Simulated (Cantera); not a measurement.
Thermodynamics of silicon carbide growth, feed SiHCl₃ + CH₄ + H₂

Input: 1 mol SiHCl₃, 0.011 mol CH₄, 5.4 mol H₂, equilibrated at 0.00180 bar.

Cantera equilibrium calculation (NASA polynomials, part measured and part estimated; ideal gas, pure solids and liquids). Candidate condensed phases: C, C₆H₆, C₇H₈, C₈H₁₈, Si, SiC; 109 gas species. Mutual solubility and eutectic melting of coexisting phases are not modelled. The tables' values for SiCl, SiCl₃ are old estimates; treat these amounts as uncertain. Gases not in the tables: Si₂H₆ and higher silanes. Kinetics and transport are ignored.

From 1723 K to 1948 K the condensed part is Si(l) + SiC(s). From 1973 K to 2023 K the condensed part is SiC(s). The main Si-bearing gas is SiCl₂ throughout. The share of Si in condensed phases is highest at 1823 K (9.9 %) and lowest at 2023 K (0.5 %).

| T (K) | x H₂ | x HCl | x SiCl₂ | x H | x Si | n Si(l) | n SiC(s) |
|---|---|---|---|---|---|---|---|
| 1723 | 0.715 | 0.158 | 0.121 | 0.00363 | 0.000546 | 0.0754 | 0.0110 |
| 1748 | 0.713 | 0.160 | 0.120 | 0.00455 | 0.000809 | 0.0807 | 0.0110 |
| 1773 | 0.710 | 0.162 | 0.118 | 0.00565 | 0.00118 | 0.0849 | 0.0109 |
| 1798 | 0.708 | 0.163 | 0.117 | 0.00698 | 0.00171 | 0.0875 | 0.0109 |
| 1823 | 0.705 | 0.165 | 0.116 | 0.00857 | 0.00246 | 0.0881 | 0.0108 |
| 1848 | 0.701 | 0.166 | 0.114 | 0.0105 | 0.00349 | 0.0861 | 0.0106 |
| 1873 | 0.697 | 0.167 | 0.113 | 0.0127 | 0.00490 | 0.0804 | 0.0104 |
| 1898 | 0.692 | 0.168 | 0.111 | 0.0153 | 0.00682 | 0.0701 | 0.0101 |
| 1923 | 0.686 | 0.169 | 0.109 | 0.0184 | 0.00942 | 0.0536 | 0.00959 |
| 1948 | 0.679 | 0.169 | 0.107 | 0.0220 | 0.0129 | 0.0288 | 0.00882 |
| 1973 | 0.671 | 0.170 | 0.105 | 0.0261 | 0.0172 | 0 | 0.00772 |
| 1998 | 0.660 | 0.176 | 0.0992 | 0.0307 | 0.0208 | 0 | 0.00653 |
| 2023 | 0.648 | 0.182 | 0.0934 | 0.0360 | 0.0247 | 0 | 0.00502 |
x: gas mole fraction; n: condensed amount in mol.
